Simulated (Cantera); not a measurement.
Cantera run, input and output.

```python
import numpy as np
import cantera as ct

gas = ct.Solution("h2o2.yaml")
gas.TPX = 450, 500000, {'H2': 1, 'O2': 0.2, 'N2': 0.752}
flame = ct.FreeFlame(gas, width=0.013)
flame.set_refine_criteria(ratio=3, slope=0.08, curve=0.16)
flame.transport_model = "mixture-averaged"
flame.solve(loglevel=0, auto=True)
z, T = flame.grid, flame.T
thick = (T[-1] - T[0]) / np.gradient(T, z).max()
show = ['H2', 'O2', 'H2O', 'O', 'H', 'OH']
print(f"laminar burning velocity  {flame.velocity[0] * 100:.3f} cm/s")
print(f"burnt temperature         {T[-1]:.1f} K")
print(f"thermal thickness         {thick * 1e3:.4f} mm")
print(f"grid points               {len(z)}")
z0 = z[flame.heat_release_rate.argmax()]
print(f"{'z/mm':>9s}{'T/K':>9s}{'u/(m/s)':>9s}" + "".join(f"{s:>11s}" for s in show))
rows = []
for k in (-3, -2, -1.5, -1, -0.5, -0.25, 0, 0.25, 0.5, 1, 2, 4, 8):
    zz = z0 + k * thick
    rows.append([k * thick, np.interp(zz, z, T), np.interp(zz, z, flame.velocity),
                 *(np.interp(zz, z, flame.X[gas.species_index(s)]) for s in show)])
    print(f"{rows[-1][0] * 1e3:9.3f}{rows[-1][1]:9.1f}{rows[-1][2]:9.3f}" + "".join(f"{x:11.3e}" for x in rows[-1][3:]))
```

Output:

```
laminar burning velocity  475.736 cm/s
burnt temperature         2031.1 K
thermal thickness         0.0547 mm
grid points               109
     z/mm      T/K  u/(m/s)         H2         O2        H2O          O          H         OH
   -0.164    450.0    4.757  5.123e-01  1.025e-01  2.162e-09  7.578e-12  2.164e-14  8.322e-14
   -0.109    450.0    4.758  5.123e-01  1.025e-01  8.805e-08  3.185e-10  9.209e-13  3.511e-12
   -0.082    450.3    4.759  5.121e-01  1.025e-01  1.062e-06  3.535e-09  1.052e-11  4.011e-11
   -0.055    452.9    4.779  5.112e-01  1.027e-01  1.940e-05  5.510e-08  3.190e-10  1.132e-09
   -0.027    542.5    5.597  4.968e-01  1.037e-01  3.555e-03  9.250e-06  5.140e-05  4.736e-05
   -0.014    853.3    8.521  4.613e-01  9.429e-02  3.260e-02  1.607e-04  2.878e-03  6.223e-04
    0.000   1228.5   12.003  4.085e-01  6.831e-02  9.103e-02  7.621e-04  1.464e-02  9.886e-04
    0.014   1491.3   14.476  3.592e-01  3.570e-02  1.543e-01  1.113e-03  2.944e-02  1.542e-03
    0.027   1635.0   15.842  3.313e-01  1.463e-02  1.943e-01  7.495e-04  3.736e-02  1.700e-03
    0.055   1754.8   16.943  3.183e-01  2.143e-03  2.188e-01  2.375e-04  3.705e-02  1.625e-03
    0.109   1842.8   17.699  3.219e-01  1.178e-04  2.242e-01  9.846e-05  2.821e-02  1.426e-03
    0.219   1914.1   18.291  3.281e-01  1.562e-05  2.259e-01  4.601e-05  1.862e-02  1.081e-03
    0.437   1965.3   18.707  3.329e-01  5.825e-06  2.272e-01  1.809e-05  1.129e-02  7.190e-04
```

Computed with Cantera and the H2/O2 subset of GRI-Mech 3.0, which has no nitrogen chemistry. The hydrogen kinetics of GRI-Mech 3.0 are dated; newer H2 mechanisms differ, most at raised pressure. Burning velocities carry a grid error of a few per cent, more on coarse grids.
